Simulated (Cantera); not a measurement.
Charge: 1 mol Si, a varied amount of HF, held at 923 K and 12.0 mbar.

Method: chemical equilibrium by Gibbs-energy minimisation in Cantera with the NASA 1993 tables (ideal gas, pure condensed phases). Candidate condensed phases: Si; 25 gas species. The numbers say what is thermodynamically allowed, not how fast it happens.

What share of the Si ends up in condensed phases as a function of n(HF) (mol), at 1.8, 2.5, 3.2, 3.9, 4.5, 5.2, 5.9, 6.6, 7.3, 8, 8.6?


```tsv
n(HF) (mol)	Si condensed (%)	as
1.8	54.6	Si(s)
2.5	37.0	Si(s)
3.2	19.3	Si(s)
3.9	1.7	Si(s)
4.5	0.0	-
5.2	0.0	-
5.9	0.0	-
6.6	0.0	-
7.3	0.0	-
8	0.0	-
8.6	0.0	-
```
